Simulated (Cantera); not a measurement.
Input (Python, Cantera) and output of one run.

```python
import numpy as np
import cantera as ct

gas_names = """
    Cu CuO Cu2 H HO2 H2 H2O H2O2 O OH O2 O3
""".split()
cond_names = """
    Cu(cr) Cu(L) CuO(s) CuO2H2(s) Cu2O(s) Cu2O(L) H2O(s) H2O(L)
""".split()


def load(file, names, dense=False):
    # The tables refer to 1 bar. Condensed volumes are neglected.
    table = {s.name: s for s in ct.Species.list_from_file(file)}
    out = []
    for n in names:
        d = dict(table[n].input_data)
        d["thermo"] = dict(d["thermo"], **{"reference-pressure": 1e5})
        if dense:
            d["equation-of-state"] = {"model": "constant-volume", "density": "1e6 g/cm^3"}
        out.append(ct.Species.from_dict(d))
    return out


gas = ct.Solution(thermo="ideal-gas", species=load("nasa_gas.yaml", gas_names))
cond = {s.name: ct.Solution(thermo="fixed-stoichiometry", species=[s], name=s.name)
        for s in load("nasa_condensed.yaml", cond_names, dense=True)}
atoms = {
    'CuO': {'Cu': 1, 'O': 1},
    'H2': {'H': 2},
    'H2O': {'H': 2, 'O': 1},
}
top_T = {'CuO(s)': 1390}  # K; cautious upper limits of use, not melting points


def equilibrate(T, P, feed):
    n = {}
    for name, mol in feed.items():
        for a, k in atoms[name].items():
            n[a] = n.get(a, 0.0) + k * mol
    gas.TPX = T, P, n
    mass = sum(n.values()) * gas.mean_molecular_weight
    gas.equilibrate("TP")
    valid = [c for c in cond.values() if c.min_temp <= T <= top_T.get(c.name, c.max_temp)]
    mix = ct.Mixture([(gas, mass / gas.mean_molecular_weight)] + [(c, 0.0) for c in valid])
    mix.T, mix.P = T, P
    mix.equilibrate("TP", solver="vcs", rtol=1e-11, max_steps=5000)
    return mix


results = []
feed = {'CuO': 1, 'H2': 2100, 'H2O': 0.21}  # mol
T = 1523  # K
P = 13332.2  # Pa
mix = equilibrate(T, P, feed)
results.append((T, P, feed, dict(zip(mix.species_names, mix.species_moles))))
print(gas.report(threshold=0.001))
for i in range(1, mix.n_phases):
    print(f"{mix.phase(i).name:16s} {mix.phase_moles(i):12.5e} mol")
```

Result:

```
       temperature   1523 K
          pressure   13332 Pa
           density   0.002138 kg/m^3
  mean mol. weight   2.0307 kg/kmol
   phase of matter   gas

                          1 kg             1 kmol
                     ---------------   ---------------
          enthalpy        1.8215e+07        3.6989e+07  J
   internal energy        1.1979e+07        2.4326e+07  J
           entropy             96634        1.9624e+05  J/K
    Gibbs function       -1.2896e+08       -2.6188e+08  J
 heat capacity c_p             15983             32458  J/K
 heat capacity c_v             11889             24143  J/K

                      mass frac. Y      mole frac. X     chem. pot. / RT
                     ---------------   ---------------   ---------------
                H2           0.99203           0.99927           -20.663
     [  +11 minor]         0.0079707         0.0007297

Cu(L)             8.10112e-01 mol
Cu2O(L)           0.00000e+00 mol
```

Cantera equilibrium calculation (NASA polynomials, part measured and part estimated; ideal gas, pure solids and liquids).
